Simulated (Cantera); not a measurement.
What does this Cantera script print?

```python
import numpy as np
import cantera as ct

gas = ct.Solution("gri30.yaml")
gas.TPX = 398, 1000000, {'CO': 1, 'H2': 0.11, 'O2': 0.712, 'N2': 2.68}
inlet = ct.Reservoir(gas, clone=True)
gas.equilibrate("HP")  # start burning
reactor = ct.IdealGasConstPressureReactor(gas, energy="on", clone=False)
exhaust = ct.Reservoir(gas, clone=True)
tau = [0.38, 0.17, 0.077, 0.035, 0.015, 0.0069, 0.0031, 0.0014, 0.00063, 0.00028, 0.00013, 5.6e-05, 2.5e-05][0]
for a, b in ((inlet, reactor), (reactor, exhaust)):
    ct.MassFlowController(a, b, mdot=lambda t: reactor.mass / tau)
net = ct.ReactorNet([reactor])
show = ['CO', 'H2', 'O2', 'OH', 'H']

rows = []
print(f"{'tau/s':>10s}{'T/K':>9s}" + "".join(f"{s:>11s}" for s in show))
for tau in [0.38, 0.17, 0.077, 0.035, 0.015, 0.0069, 0.0031, 0.0014, 0.00063, 0.00028, 0.00013, 5.6e-05, 2.5e-05]:
    net.initial_time = 0.0
    net.advance(30 * tau)
    before = gas.X
    net.advance(40 * tau)
    drift = np.max(np.abs(gas.X - before) / (gas.X + 1e-9))
    rows.append([gas.T, *gas[show].X, drift])
    print(f"{tau:10.3e}{gas.T:9.1f}" + "".join(f"{x:11.3e}" for x in gas[show].X))
```

Result:

```
     tau/s      T/K         CO         H2         O2         OH          H
 3.800e-01   2318.5  5.295e-03  1.017e-04  3.872e-02  1.512e-03  3.461e-05
 1.700e-01   2318.6  5.383e-03  1.032e-04  3.893e-02  1.524e-03  3.538e-05
 7.700e-02   2318.6  5.568e-03  1.063e-04  3.933e-02  1.550e-03  3.704e-05
 3.500e-02   2317.8  5.955e-03  1.128e-04  3.999e-02  1.599e-03  4.057e-05
 1.500e-02   2314.0  6.826e-03  1.277e-04  4.098e-02  1.697e-03  4.893e-05
 6.900e-03   2304.5  8.388e-03  1.548e-04  4.216e-02  1.853e-03  6.562e-05
 3.100e-03   2284.8  1.124e-02  2.053e-04  4.376e-02  2.104e-03  1.019e-04
 1.400e-03   2251.8  1.578e-02  2.872e-04  4.596e-02  2.442e-03  1.751e-04
 6.300e-04   2202.3  2.236e-02  4.076e-04  4.896e-02  2.828e-03  3.142e-04
 2.800e-04   2133.0  3.134e-02  5.709e-04  5.296e-02  3.189e-03  5.626e-04
 1.300e-04   2045.8  4.246e-02  7.601e-04  5.791e-02  3.396e-03  9.330e-04
 5.600e-05   1910.9  5.984e-02  9.963e-04  6.586e-02  3.250e-03  1.456e-03
 2.500e-05    398.0  2.221e-01  2.443e-02  1.582e-01  4.156e-28  1.802e-29
```

Computed with Cantera and GRI-Mech 3.0 (53 species, 325 reactions). The hydrogen kinetics of GRI-Mech 3.0 are dated; newer H2 mechanisms differ, most at raised pressure.
